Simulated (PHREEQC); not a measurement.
Dissolve 0.11 mol/kgw CdCl2 and 5.4e-05 mol/kgw NaOH at 70 °C. Closed to the air; pH follows from the charge balance.

The numbers come from PHREEQC with the ion-association model, phreeqc.dat.

Precipitation was switched off in this run.

Problem. Order these Cl species by the share of Cl that they hold, largest first: CdCl3-, Cl-, CdCl2, CdCl+.

Solution. Cl- (48 %), CdCl+ (32 %), CdCl2 (17 %), CdCl3- (3.1 %)

The pH is 5.95 and the ionic strength 0.128 mol/kgw. Species that the database lacks are ignored. Constants without temperature data keep their 25 °C values here.
